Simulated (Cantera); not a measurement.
Feed: 1 mol SiH₄, 0.37 mol C₂H₄, 1900 mol H₂, held at 0.670 bar.

Equilibrium computed with Cantera from the NASA thermochemical tables; the gas is ideal and each condensed phase is pure. Candidate condensed phases: C, C₆H₆, C₇H₈, C₈H₁₈, Si, SiC; 87 gas species. Mutual solubility and eutectic melting of coexisting phases are not modelled. Gases not in the tables: Si₂H₆ and higher silanes. Kinetics and transport are ignored.

Question: Which condensed phases are stable at each of these points (T (K)): 1598, 1648, 1698, 1748, 1798, 1848, 1898, 1948, 1998, 2048, 2098, 2148, 2198, 2248?

Answer: 
```json
[
 {"T (K)": "1598", "condensed phases": "Si(s) + SiC(s)", "Si condensed (%)": "98.8"},
 {"T (K)": "1648", "condensed phases": "Si(s) + SiC(s)", "Si condensed (%)": "98.0"},
 {"T (K)": "1698", "condensed phases": "Si(l) + SiC(s)", "Si condensed (%)": "96.7"},
 {"T (K)": "1748", "condensed phases": "Si(l) + SiC(s)", "Si condensed (%)": "95.0"},
 {"T (K)": "1798", "condensed phases": "Si(l) + SiC(s)", "Si condensed (%)": "92.5"},
 {"T (K)": "1848", "condensed phases": "Si(l) + SiC(s)", "Si condensed (%)": "88.6"},
 {"T (K)": "1898", "condensed phases": "Si(l) + SiC(s)", "Si condensed (%)": "82.7"},
 {"T (K)": "1948", "condensed phases": "Si(l) + SiC(s)", "Si condensed (%)": "73.7"},
 {"T (K)": "1998", "condensed phases": "SiC(s)", "Si condensed (%)": "68.5"},
 {"T (K)": "2048", "condensed phases": "SiC(s)", "Si condensed (%)": "63.5"},
 {"T (K)": "2098", "condensed phases": "SiC(s)", "Si condensed (%)": "53.5"},
 {"T (K)": "2148", "condensed phases": "SiC(s)", "Si condensed (%)": "35.8"},
 {"T (K)": "2198", "condensed phases": "SiC(s)", "Si condensed (%)": "6.3"},
 {"T (K)": "2248", "condensed phases": "gas only", "Si condensed (%)": "0.0"}
]
```

From 1598 K to 1648 K the condensed part is Si(s) + SiC(s). From 1698 K to 1948 K the condensed part is Si(l) + SiC(s). From 1998 K to 2198 K the condensed part is SiC(s). At 2248 K nothing is condensed.
